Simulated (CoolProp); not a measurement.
Properties of n-hexane along the isobar 1.01 bar.

Computed with CoolProp (reference Helmholtz-energy equation of state, Thol 2019).

```tsv
T (K)	phase	cp (kJ/(kg K))	expansivity (1/kK)	viscosity (µPa s)	conductivity (mW/(m K))
304.7	liquid	2.300	1.417	280	118
313.8	liquid	2.340	1.460	257	115
322.8	liquid	2.381	1.507	236	113
331.9	liquid	2.423	1.560	218	110
340.9	liquid	2.467	1.619	202	108
350	gas	1.941	3.360	7.30	18.3
359	gas	1.978	3.225	7.50	19.2
368.1	gas	2.016	3.103	7.69	20.1
377.1	gas	2.054	2.993	7.89	21.1
386.2	gas	2.092	2.891	8.08	22.0
395.2	gas	2.130	2.799	8.27	23.0
404.3	gas	2.168	2.713	8.47	24.0
413.4	gas	2.206	2.633	8.66	25.0
```

Viscosity comes from a separate model (Michailidou 2013). Thermal conductivity comes from a separate model (Assael 2013).
